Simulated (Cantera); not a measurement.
An isothermal, constant-pressure homogeneous reactor starts with C2H6 : N2 = 1 : 33 (molar parts), at 1050 K and 100.0 Torr.

Model: GRI-Mech 3.0 (53 species, 325 reactions), integrated in Cantera. GRI-Mech 3.0 stops at C3 and has no aromatics, soot or wall deposition, so with more carbon than oxygen in the feed, carbon stays in small species such as C2H2 where larger ones or solid carbon would form.

Task: Predict: x(C2H6) at 1.00 s; x(H) at 1.00 s; x(C2H2) at 1.00 s; x(H2) at 1.00 s.

Result: 
| Item | Value |
|---|---|
| x(C2H6) at 1.00 s | 0.0151 (gas-phase equilibrium 7.26e-6) |
| x(H) at 1.00 s | 2.81e-7 (gas-phase equilibrium 3.15e-9) |
| x(C2H2) at 1.00 s | 0.000366 (gas-phase equilibrium 0.00500) |
| x(H2) at 1.00 s | 0.0135 (gas-phase equilibrium 0.0199) |
